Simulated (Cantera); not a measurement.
A diamond (100) surface in a fixed gas of H2 with x(CH4) = 0.015, x(H) = 0.00027, x(CH3) = 1.1e-05, at 948 K; coverages are run to steady state.

Detailed kinetics in Cantera: the Harris–Goodwin 1993 mechanism for the reconstructed diamond (100) surface.

θ: site fractions in the mechanism's names (c6HH fully hydrogenated, c6H* and c6*H radical sites, c6** diradical, c6HM methylated).

```csv
P (Pa),growth (µm/h),θ c6HH,θ c6H*,θ c6*H,θ c6**,θ c6HM
820,[?],0.642,0.0135,0.323,0.00539,0.0121
1300,[?],0.640,0.0135,0.322,0.00537,0.0150
2100,[?],0.638,0.0134,0.321,0.00535,0.0177
3300,[?],0.636,0.0134,0.320,0.00534,0.0198
5200,[?],0.634,0.0134,0.319,0.00533,0.0215
8300,[?],0.633,0.0133,0.318,0.00532,0.0227
13000,[?],0.633,0.0133,0.318,0.00531,0.0235
21000,[?],0.632,0.0133,0.318,0.00531,0.0241
```

### Question
Some entries are withheld; supply them.

### Answer

- 820, growth (µm/h): 0.0164
- 1300, growth (µm/h): 0.0319
- 2100, growth (µm/h): 0.0608
- 3300, growth (µm/h): 0.107
- 5200, growth (µm/h): 0.182
- 8300, growth (µm/h): 0.307
- 13000, growth (µm/h): 0.498
- 21000, growth (µm/h): 0.825
